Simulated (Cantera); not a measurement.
A perfectly stirred reactor is fed with CH4 : H2 = 0.027 : 1 (molar parts), at 0.0132 atm; it is held at 1573 K, and followed from long to short residence time.

Detailed kinetics in Cantera: GRI-Mech 3.0 (53 species, 325 reactions). GRI-Mech 3.0 stops at C3 and has no aromatics, soot or wall deposition, so with more carbon than oxygen in the feed, carbon stays in small species such as C2H2 where larger ones or solid carbon would form. Radical loss at walls, strong at low pressure, is not modelled.

Problem. What does this change do: pressure from 0.0132 atm to 0.168 atm?

Solution. 
```csv
quantity,before,after
x(CH4) at τ = 23.0 s,0.0121,0.0105
x(H2) at τ = 23.0 s,0.981,0.982
x(C2H6) at τ = 23.0 s,2.94e-7,3.18e-7
x(C2H4) at τ = 23.0 s,2.01e-5,0.000179
x(CH3) at τ = 23.0 s,7.87e-5,2.09e-5
x(CH4) at τ = 66.0 ms,0.0262,0.0259
x(H2) at τ = 66.0 ms,0.974,0.974
x(C2H6) at τ = 66.0 ms,1.36e-7,1.29e-6
x(C2H4) at τ = 66.0 ms,2.62e-6,1.97e-5
x(CH3) at τ = 66.0 ms,3.97e-5,4.68e-5
```

Problem. What does this change do: CH4 0.027 to 0.0078 parts?

Solution. 
```csv
quantity,before,after
x(CH4) at τ = 23.0 s,0.0121,0.00508
x(H2) at τ = 23.0 s,0.981,0.993
x(C2H6) at τ = 23.0 s,2.94e-7,5.42e-8
x(C2H4) at τ = 23.0 s,2.01e-5,3.78e-6
x(CH3) at τ = 23.0 s,7.87e-5,3.43e-5
x(CH4) at τ = 66.0 ms,0.0262,0.00773
x(H2) at τ = 66.0 ms,0.974,0.992
x(C2H6) at τ = 66.0 ms,1.36e-7,2.23e-9
x(C2H4) at τ = 66.0 ms,2.62e-6,4.21e-8
x(CH3) at τ = 66.0 ms,3.97e-5,4.69e-6
```
